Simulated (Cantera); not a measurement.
A freely propagating, adiabatic, planar premixed flame of 5.49 % CH4, 4.78 % CO, 18.8 % O2, 70.9 % N2, equivalence ratio 0.71, unburnt at 625 K and 100.0 Torr; mixture-averaged transport, grid criteria slope 0.08 and curve 0.16, no radiation.

Detailed kinetics in Cantera: GRI-Mech 3.0 (53 species, 325 reactions). Burning velocities carry a grid error of a few per cent, more on coarse grids.

Problem. Predict: laminar burning velocity; thermal thickness; peak x(CH2); peak x(HCN).

Solution. 
| Item | Result |
|---|---|
| laminar burning velocity | 184 cm/s |
| thermal thickness | 2.36 mm |
| peak x(CH2) | 1.67e-5 |
| peak x(HCN) | 1.88e-7 |
